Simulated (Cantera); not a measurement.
# Stirred combustor or abatement burner

A perfectly stirred reactor is fed with CH4 : CO : O2 : N2 : CO2 = 1 : 0.39 : 1.29 : 4.85 : 1.1 (molar parts), equivalence ratio 1.7, at 0.900 bar; it is adiabatic with a 500 K inlet, and is followed from long to short residence time, starting on the burning branch (τ in s: 0.054, 0.026, 0.013, 0.0061, 0.003, 0.0015, 0.00071, 0.00034, 0.00017, 8.1e-05).

Computed with Cantera and GRI-Mech 3.0 (53 species, 325 reactions).

| τ (s) | T (K) | x CH4 | x CO | x O2 | x CH3 | x O | x HO2 |
|---|---|---|---|---|---|---|---|
| 0.054 | 1715 | 0.00495 | 0.124 | 0.00210 | 0.000293 | 1.15e-6 | 3.55e-7 |
| 0.026 | 1703 | 0.00567 | 0.122 | 0.00345 | 0.000399 | 2.18e-6 | 7.16e-7 |
| 0.013 | 1683 | 0.00677 | 0.121 | 0.00570 | 0.000528 | 3.95e-6 | 1.47e-6 |
| 0.0061 | 1633 | 0.00971 | 0.116 | 0.0114 | 0.000696 | 7.21e-6 | 3.93e-6 |
| 0.0030 | 500 | 0.116 | 0.0452 | 0.149 | <1e-12 | <1e-12 | <1e-12 |
| 0.0015 | 500 | 0.116 | 0.0452 | 0.149 | <1e-12 | <1e-12 | <1e-12 |
| 0.00071 | 500 | 0.116 | 0.0452 | 0.149 | <1e-12 | <1e-12 | <1e-12 |
| 0.00034 | 500 | 0.116 | 0.0452 | 0.149 | <1e-12 | <1e-12 | <1e-12 |
| 0.00017 | 500 | 0.116 | 0.0452 | 0.149 | <1e-12 | <1e-12 | <1e-12 |
| 8.1e-5 | 500 | 0.116 | 0.0452 | 0.149 | <1e-12 | <1e-12 | <1e-12 |
x: mole fraction; the columns are a selection and need not sum to one.
